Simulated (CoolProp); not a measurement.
Vapour-liquid equilibrium of ethanol (1) + benzene (2) at 6.42 bar; x and y are mole fractions of (1).

The numbers come from the multi-fluid Helmholtz-energy mixture model, Schroeder 2014 and Thol 2012; pair parameters Bell 2016 in CoolProp.

Task: Give the bubble temperature and the first vapour's composition at x = 0.2, 0.5, 0.65. Is there an azeotrope?

Result: x = 0.2: 407.8 K, y = 0.418; x = 0.5: 403.1 K, y = 0.567; x = 0.65: 402.8 K, y = 0.637. y crosses x between x = 0.5 and 0.65: the model has an azeotrope there.

The pair parameters rest on a limited set of measurements; away from them the model extrapolates.
